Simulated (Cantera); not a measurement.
A Cantera script and what it prints.

```python
import numpy as np
import cantera as ct

gas_names = """
    CL CL2 H HCL H2 N NH NH2 NH3 N2 N2H2 N2H4 Si SiCL SiCL2 SiCL3 SiCL4 SiH SiHCL3 SiH2 SiH2CL2 SiH3
    SiH3CL SiH4 SiN Si2 Si2N Si3
""".split()
cond_names = """
    NH4CL(a) NH4CL(b) Si(cr) Si(L) Si3N4(a)
""".split()


# ... load() reads the species with a 1 bar reference pressure and builds the phases ...
atoms = {
    'Si2Cl6': {'Si': 2, 'CL': 6},
    'NH3': {'N': 1, 'H': 3},
    'N2': {'N': 2},
}
top_T = {'Si3N4(a)': 2400}  # K; cautious upper limits of use, not melting points


# ... equilibrate(T, P, feed) seeds the gas with the atoms and calls Mixture.equilibrate('TP', solver="vcs", rtol=1e-11, max_steps=5000) ...
results = []
feed = {'Si2Cl6': 1, 'NH3': 31, 'N2': 4.2}  # mol
P = 2400  # Pa
for T in [1050, 1150, 1250, 1350, 1450, 1550, 1650, 1750, 1850, 1950]:
    mix = equilibrate(T, P, feed)
    results.append((T, P, feed, dict(zip(mix.species_names, mix.species_moles))))
    x = sorted(zip(gas.X, gas.species_names), reverse=True)
    print(f"T = {T:g} K  P = {P:g} Pa  gas = {mix.phase_moles(0):.4g} mol")
    print("   x: " + "  ".join(f"{s} {v:.3e}" for v, s in x if v > 1e-05))
    print("   condensed (mol): " + ("  ".join(f"{mix.phase(i).name} {mix.phase_moles(i):.4g}"
          for i in range(1, mix.n_phases) if mix.phase_moles(i) > 1e-12) or "none"))
```

Output:

```
T = 1050 K  P = 2400 Pa  gas = 67.87 mol
   x: H2 6.410e-01  N2 2.706e-01  HCL 8.830e-02  SiCL4 2.537e-05
   condensed (mol): Si3N4(a) 0.666
T = 1150 K  P = 2400 Pa  gas = 67.87 mol
   x: H2 6.410e-01  N2 2.706e-01  HCL 8.832e-02  SiCL4 1.836e-05
   condensed (mol): Si3N4(a) 0.6661
T = 1250 K  P = 2400 Pa  gas = 67.87 mol
   x: H2 6.410e-01  N2 2.707e-01  HCL 8.828e-02  SiCL2 2.211e-05  SiCL4 1.402e-05
   condensed (mol): Si3N4(a) 0.6656
T = 1350 K  P = 2400 Pa  gas = 67.87 mol
   x: H2 6.411e-01  N2 2.707e-01  HCL 8.800e-02  SiCL2 1.427e-04  SiCL3 1.777e-05  H 1.232e-05  SiCL4 1.104e-05
   condensed (mol): Si3N4(a) 0.6627
T = 1450 K  P = 2400 Pa  gas = 67.9 mol
   x: H2 6.414e-01  N2 2.710e-01  HCL 8.681e-02  SiCL2 6.906e-04  H 4.889e-05  SiCL3 4.031e-05
   condensed (mol): Si3N4(a) 0.6498
T = 1550 K  P = 2400 Pa  gas = 67.99 mol
   x: H2 6.424e-01  N2 2.719e-01  HCL 8.292e-02  SiCL2 2.523e-03  H 1.629e-04  SiCL3 7.381e-05  CL 1.679e-05
   condensed (mol): Si3N4(a) 0.6075
T = 1650 K  P = 2400 Pa  gas = 68.19 mol
   x: H2 6.446e-01  N2 2.739e-01  HCL 7.412e-02  SiCL2 6.741e-03  H 4.708e-04  SiCL3 1.002e-04  CL 4.244e-05
   condensed (mol): Si3N4(a) 0.5107
T = 1750 K  P = 2400 Pa  gas = 68.52 mol
   x: H2 6.475e-01  N2 2.769e-01  HCL 6.089e-02  SiCL2 1.311e-02  H 1.208e-03  SiCL3 9.727e-05  CL 8.762e-05  SiCL 5.933e-05  Si 4.310e-05
   condensed (mol): Si3N4(a) 0.3621
T = 1850 K  P = 2400 Pa  gas = 69.33 mol
   x: H2 6.409e-01  N2 2.841e-01  HCL 5.684e-02  SiCL2 1.456e-02  H 2.784e-03  Si 2.687e-04  SiCL 1.917e-04  CL 1.876e-04  SiCL3 6.530e-05  SiH 3.304e-05  SiH2 2.702e-05  Si2N 1.297e-05
   condensed (mol): Si(L) 0.947
T = 1950 K  P = 2400 Pa  gas = 69.51 mol
   x: H2 6.368e-01  N2 2.834e-01  HCL 5.826e-02  SiCL2 1.355e-02  H 5.905e-03  Si 9.922e-04  SiCL 4.270e-04  CL 4.049e-04  SiH 9.383e-05  SiH2 5.050e-05  SiCL3 4.219e-05  Si2N 3.315e-05  SiN 2.408e-05
   condensed (mol): Si(L) 0.9385
```

Method: chemical equilibrium by Gibbs-energy minimisation in Cantera with the NASA 1993 tables (ideal gas, pure condensed phases). The feed counts by its element totals alone. The tables' values for SiCl, SiCl3, SiN are old estimates; treat these amounts as uncertain. Gases not in the tables: Si2H6 and higher silanes.
